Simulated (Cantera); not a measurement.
Input: 1 mol Cu, 0.52 mol F₂, 24 mol N₂, at 100 Torr.

Equilibrium computed with Cantera from the NASA thermochemical tables; the gas is ideal and each condensed phase is pure. Candidate condensed phases: Cu, CuF₂; 11 gas species. Mutual solubility and eutectic melting of coexisting phases are not modelled. Kinetics and transport are ignored.

x: gas mole fraction; n: condensed amount in mol.

```json
[
 {"T (K)": "798", "x N₂": "1.00", "x CuF": "5.34e-8", "x CuF₂": "3.67e-8", "x Cu": "<1e-12", "x F": "<1e-12", "x Cu₂": "<1e-12", "n Cu(s)": "0.480", "n CuF₂(s)": "0.520", "n CuF₂(l)": "0", "n Cu(l)": "0"},
 {"T (K)": "848", "x N₂": "1.000", "x CuF": "4.84e-7", "x CuF₂": "3.65e-7", "x Cu": "<1e-12", "x F": "<1e-12", "x Cu₂": "<1e-12", "n Cu(s)": "0.480", "n CuF₂(s)": "0.520", "n CuF₂(l)": "0", "n Cu(l)": "0"},
 {"T (K)": "898", "x N₂": "1.000", "x CuF": "3.41e-6", "x CuF₂": "2.78e-6", "x Cu": "1.22e-12", "x F": "<1e-12", "x Cu₂": "<1e-12", "n Cu(s)": "0.480", "n CuF₂(s)": "0.520", "n CuF₂(l)": "0", "n Cu(l)": "0"},
 {"T (K)": "948", "x N₂": "1.000", "x CuF": "1.94e-5", "x CuF₂": "1.69e-5", "x Cu": "1.30e-11", "x F": "[?]", "x Cu₂": "<1e-12", "n Cu(s)": "0.480", "n CuF₂(s)": "0.519", "n CuF₂(l)": "0", "n Cu(l)": "0"},
 {"T (K)": "998", "x N₂": "1.000", "x CuF": "9.19e-5", "x CuF₂": "8.47e-5", "x Cu": "1.08e-10", "x F": "[?]", "x Cu₂": "<1e-12", "n Cu(s)": "0.479", "n CuF₂(s)": "0.517", "n CuF₂(l)": "0", "n Cu(l)": "0"},
 {"T (K)": "1048", "x N₂": "0.999", "x CuF": "0.000373", "x CuF₂": "0.000361", "x Cu": "7.34e-10", "x F": "[?]", "x Cu₂": "<1e-12", "n Cu(s)": "0.476", "n CuF₂(s)": "0.507", "n CuF₂(l)": "0", "n Cu(l)": "0"},
 {"T (K)": "1098", "x N₂": "0.997", "x CuF": "0.00133", "x CuF₂": "0.00133", "x Cu": "4.18e-9", "x F": "[?]", "x Cu₂": "<1e-12", "n Cu(s)": "0.464", "n CuF₂(s)": "0.472", "n CuF₂(l)": "0", "n Cu(l)": "0"},
 {"T (K)": "1148", "x N₂": "0.993", "x CuF": "0.00379", "x CuF₂": "0.00356", "x Cu": "2.04e-8", "x F": "[?]", "x Cu₂": "<1e-12", "n Cu(s)": "0.434", "n CuF₂(s)": "0", "n CuF₂(l)": "0.388", "n Cu(l)": "0"},
 {"T (K)": "1198", "x N₂": "0.982", "x CuF": "0.00961", "x CuF₂": "0.00822", "x Cu": "8.71e-8", "x F": "[?]", "x Cu₂": "2.42e-12", "n Cu(s)": "0.363", "n CuF₂(s)": "0", "n CuF₂(l)": "0.202", "n Cu(l)": "0"},
 {"T (K)": "1248", "x N₂": "0.970", "x CuF": "0.0184", "x CuF₂": "0.0118", "x Cu": "3.30e-7", "x F": "[?]", "x Cu₂": "1.60e-11", "n Cu(s)": "0.252", "n CuF₂(s)": "0", "n CuF₂(l)": "0", "n Cu(l)": "0"},
 {"T (K)": "1298", "x N₂": "0.967", "x CuF": "0.0244", "x CuF₂": "0.00875", "x Cu": "1.13e-6", "x F": "[?]", "x Cu₂": "9.09e-11", "n Cu(s)": "0.177", "n CuF₂(s)": "0", "n CuF₂(l)": "0", "n Cu(l)": "0"},
 {"T (K)": "1348", "x N₂": "0.964", "x CuF": "0.0299", "x CuF₂": "0.00593", "x Cu": "3.51e-6", "x F": "[?]", "x Cu₂": "4.53e-10", "n Cu(s)": "0.107", "n CuF₂(s)": "0", "n CuF₂(l)": "0", "n Cu(l)": "0"},
 {"T (K)": "1398", "x N₂": "0.962", "x CuF": "0.0341", "x CuF₂": "0.00380", "x Cu": "9.73e-6", "x F": "[?]", "x Cu₂": "1.87e-9", "n Cu(s)": "0", "n CuF₂(s)": "0", "n CuF₂(l)": "0", "n Cu(l)": "0.0546"}
]
```

Question: What belongs in the gaps?

Answer: 
- 948, x F: 5.35e-12
- 998, x F: 4.80e-11
- 1048, x F: 3.48e-10
- 1098, x F: 2.10e-9
- 1148, x F: 9.79e-9
- 1198, x F: 3.89e-8
- 1248, x F: 1.13e-7
- 1298, x F: 2.21e-7
- 1348, x F: 3.88e-7
- 1398, x F: 6.41e-7
